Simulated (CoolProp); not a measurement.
Ethylbenzene along the isobar 20000 kPa: density (kg/m³) from the reference equation and from simpler models built on Tc = 617.1 K, pc = 3622 kPa, ω = 0.304; each cubic takes its own stable root.

The numbers come from the reference Helmholtz-energy equation of state, Zhou 2012 in CoolProp.

| T (K) | phase | reference |
|---|---|---|
| 542.4 | liquid | 672.7 |
| 547.9 | liquid | 667.6 |
| 553.5 | liquid | 662.5 |
| 559 | liquid | 657.3 |
| 564.6 | liquid | 652.1 |
| 570.1 | liquid | 646.9 |
| 575.6 | liquid | 641.7 |
| 581.2 | liquid | 636.3 |
| 586.7 | liquid | 631.0 |
| 592.3 | liquid | 625.6 |
| 597.8 | liquid | 620.2 |
| 603.4 | liquid | 614.7 |
| 608.9 | liquid | 609.2 |
| 614.5 | liquid | 603.7 |
| 620 | supercritical | 598.1 |

How far does each simpler model (Redlich-Kwong, Soave-Redlich-Kwong, Peng-Robinson) lie from the reference over these 15 states: mean and median of the absolute difference, and the worst?


- Redlich-Kwong: mean 10.7 %, median 10.7 %, worst -11.2 % at 542.4 K and 20000 kPa
- Soave-Redlich-Kwong: mean 9.8 %, median 9.8 %, worst -10.1 % at 620 K and 20000 kPa
- Peng-Robinson: mean 0.8 %, median 0.8 %, worst +1.4 % at 542.4 K and 20000 kPa
